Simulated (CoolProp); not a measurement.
Ethane at 293.15 K and 8.53 MPa is throttled through a valve to 3.74 MPa with no heat exchange. Each further row changes one setting.

Model: reference Helmholtz-energy equation of state, Bücker 2006, in CoolProp.

| case | temperature change (K) | final phase | final density (kg/m³) |
|---|---|---|---|
| as stated | -4.3 | liquid | 360 |
| outlet pressure 1.12 MPa | -48.3 | two-phase, vapour fraction 0.382 | 49.5 |
| outlet pressure 4.86 MPa | -2.9 | liquid | 368 |
